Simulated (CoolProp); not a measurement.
A simple Rankine cycle with n-heptane: condensing at 315.15 K, boiler at 0.0724 MPa, turbine inlet 365.5 K, turbine efficiency 0.85, pump efficiency 0.8, no recuperator. Each further row changes one setting.

Values from CoolProp's reference Helmholtz-energy equation of state, Span 2003. It is a short technical equation, of lower accuracy than the large ones.

```csv
case,thermal efficiency (%),net work (kJ/kg),heat in (kJ/kg),turbine exit temperature (K),volume ratio over the turbine
as stated,9.2,40.7,444,342.1,5.20
turbine inlet 385.5 K,8.9,43.2,484,362.2,5.18
condensing temperature 307.15 K,10.6,49.2,462,337.3,7.36
boiler pressure 0.0507 MPa,7.3,32.6,445,347.2,3.65
turbine efficiency 0.75,8.1,35.9,444,344.7,5.24
```
